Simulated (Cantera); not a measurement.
An isothermal, constant-pressure homogeneous reactor starts with 47.6 % CH₄, 52.4 % CO₂, at 1525 K and 0.987 atm.

Cantera simulation using GRI-Mech 3.0 (53 species, 325 reactions); the numbers are that mechanism's predictions, not measurements.

Q: Predict: x(CH₄) at 1.00 s; x(CO₂) at 1.00 s; x(CH₃) at 1.00 s; x(CO) at 1.00 s; x(HCO) at 1.00 s; x(H₂O) at 1.00 s.

A: 
- x(CH₄) at 1.00 s = 0.0669 (gas-phase equilibrium 9.67e-6)
- x(CO₂) at 1.00 s = 0.136 (gas-phase equilibrium 0.00696)
- x(CH₃) at 1.00 s = 6.35e-5 (gas-phase equilibrium 6.80e-9)
- x(CO) at 1.00 s = 0.257 (gas-phase equilibrium 0.505)
- x(HCO) at 1.00 s = 3.75e-9 (gas-phase equilibrium 1.21e-8)
- x(H₂O) at 1.00 s = 0.217 (gas-phase equilibrium 0.0174)
